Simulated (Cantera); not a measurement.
## Moist CO burnout

A perfectly stirred reactor is fed with 0.297 % CO, 0.553 % O2, 0.316 % H2O, 98.8 % N2, equivalence ratio 0.27, at 5.50 bar; it is held at 1200 K, and followed from long to short residence time.

Computed with Cantera and GRI-Mech 3.0 (53 species, 325 reactions).

```csv
τ (s),x CO,x O2,x H2O,x H2,x H,x NO2,x H2O2
0.86,0.000202,0.00416,0.00316,1.20e-6,3.81e-8,2.33e-8,5.90e-9
0.53,0.000289,0.00420,0.00316,1.74e-6,5.75e-8,1.97e-8,9.28e-9
0.33,0.000403,0.00426,0.00316,2.46e-6,8.49e-8,1.54e-8,1.40e-8
0.20,0.000563,0.00434,0.00316,3.45e-6,1.26e-7,1.10e-8,2.07e-8
0.12,0.000774,0.00444,0.00316,4.71e-6,1.82e-7,7.23e-9,2.94e-8
0.077,0.000998,0.00456,0.00316,5.98e-6,2.43e-7,4.75e-9,3.85e-8
0.048,0.00128,0.00469,0.00316,7.39e-6,3.19e-7,2.87e-9,4.92e-8
0.029,0.00160,0.00485,0.00315,8.78e-6,4.04e-7,1.58e-9,6.10e-8
0.018,0.00191,0.00501,0.00315,9.73e-6,4.80e-7,8.46e-10,7.12e-8
0.011,0.00221,0.00516,0.00315,1.01e-5,5.40e-7,4.18e-10,7.96e-8
0.0069,0.00244,0.00528,0.00315,9.61e-6,5.71e-7,2.03e-10,8.44e-8
```
x: mole fraction; the columns are a selection and need not sum to one.
